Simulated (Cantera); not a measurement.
What does this Cantera script print?

```python
import numpy as np
import cantera as ct

gas = ct.Solution("h2o2.yaml")
gas.TPX = 1100, 840, {'H2': 0.41, 'O2': 1}
reactor = ct.IdealGasConstPressureReactor(gas, energy="off", clone=False)
net = ct.ReactorNet([reactor])
net.rtol, net.atol = 1e-08, 1e-18
show = ['H2', 'O2', 'HO2', 'O', 'H2O2', 'H2O']
times = np.geomspace(0.0003, 20, 10)

steps = ct.SolutionArray(gas, extra=["t"])
rows = []
print(f"{'t/s':>10s}{'T/K':>9s}{'P/Pa':>11s}" + "".join(f"{s:>11s}" for s in show))
for t in times:
    while net.time < t:
        t_next = net.step()
        steps.append(gas.state, t=t_next)
    rows.append([np.interp(t, steps.t, y) for y in (steps.T, steps.P, *steps(*show).X.T)])
    print(f"{t:10.3e}{rows[-1][0]:9.1f}{rows[-1][1]:11.4g}" + "".join(f"{x:11.3e}" for x in rows[-1][2:]))
rate = np.gradient(steps.T, steps.t)
print("integrator steps:", len(steps.t))
if steps.T.max() > steps.T[0] + 200:
    print(f"time of steepest temperature rise: {steps.t[rate.argmax()]:.4e} s")
gas.TPX = 1100, 840, {'H2': 0.41, 'O2': 1}
gas.equilibrate("TP")
print(f"equilibrium (TP): T = {gas.T:.1f} K  " + "  ".join(f"{s} {gas[s].X[0]:.3e}" for s in show))
```

Result:

```
       t/s      T/K       P/Pa         H2         O2        HO2          O       H2O2        H2O
 3.000e-04   1100.0        840  2.908e-01  7.092e-01  4.558e-09  3.256e-09  3.922e-12  7.602e-09
 1.031e-03   1100.0        840  2.908e-01  7.092e-01  2.014e-08  4.551e-07  4.996e-11  1.573e-06
 3.541e-03   1100.0        840  3.732e-02  5.863e-01  7.236e-06  5.461e-02  2.872e-07  1.882e-01
 1.216e-02   1100.0        840  1.203e-02  6.050e-01  8.931e-06  4.534e-02  2.771e-07  2.646e-01
 4.179e-02   1100.0        840  2.601e-03  6.504e-01  8.901e-06  8.543e-03  4.720e-07  3.297e-01
 1.436e-01   1100.0        840  1.416e-04  6.591e-01  2.673e-06  4.556e-04  2.684e-07  3.395e-01
 4.932e-01   1100.0        840  1.147e-05  6.596e-01  3.798e-07  3.869e-05  8.137e-08  3.401e-01
 1.695e+00   1100.0        840  1.715e-06  6.597e-01  6.877e-08  6.054e-06  2.518e-08  3.402e-01
 5.822e+00   1100.0        840  3.553e-07  6.597e-01  1.621e-08  1.288e-06  7.935e-09  3.402e-01
 2.000e+01   1100.0        840  8.660e-08  6.597e-01  5.332e-09  3.186e-07  2.467e-09  3.402e-01
integrator steps: 2078
equilibrium (TP): T = 1100.0 K  H2 6.063e-09  O2 6.597e-01  HO2 5.254e-09  O 2.226e-08  H2O2 2.289e-10  H2O 3.402e-01
```

Detailed kinetics in Cantera: the H2/O2 subset of GRI-Mech 3.0, which has no nitrogen chemistry. Radical loss at walls, strong at low pressure, is not modelled. The temperature is held fixed by assumption; the heat of reaction is taken as removed at once.
